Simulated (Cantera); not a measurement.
A perfectly stirred reactor is fed with 11.1 % NH3, 88.9 % N2, at 120 Torr; it is held at 2223 K, and followed from long to short residence time.

Detailed kinetics in Cantera: the gas-phase N/H chemistry of the illustrative SiF4/NH3 mechanism in the Surface Chemkin manual (1991). Walls and surfaces, which speed up NH3 decomposition in real reactors, are not modelled.

x: mole fraction; the columns are a selection and need not sum to one.

```tsv
τ (s)	x NH3	x NH2	x NH	x H2	x N2H4
2.3	0.000692	2.69e-5	8.04e-6	0.148	1.06e-11
1.3	0.00170	4.67e-5	9.78e-6	0.147	3.19e-11
0.74	0.00344	7.37e-5	1.19e-5	0.145	7.94e-11
0.41	0.00648	0.000113	1.46e-5	0.141	1.87e-10
0.23	0.0113	0.000166	1.77e-5	0.134	4.04e-10
0.13	0.0186	0.000236	2.11e-5	0.124	8.15e-10
0.073	0.0292	0.000326	2.47e-5	0.110	?
0.041	0.0428	0.000433	2.78e-5	0.0916	?
0.023	0.0584	0.000553	3.01e-5	0.0705	?
0.013	0.0734	0.000675	3.09e-5	0.0502	?
0.0073	0.0862	0.000798	2.99e-5	0.0328	?
```

What belongs in the gaps?


- 0.073, x N2H4: 1.55e-9
- 0.041, x N2H4: 2.75e-9
- 0.023, x N2H4: 4.48e-9
- 0.013, x N2H4: 6.68e-9
- 0.0073, x N2H4: 9.33e-9
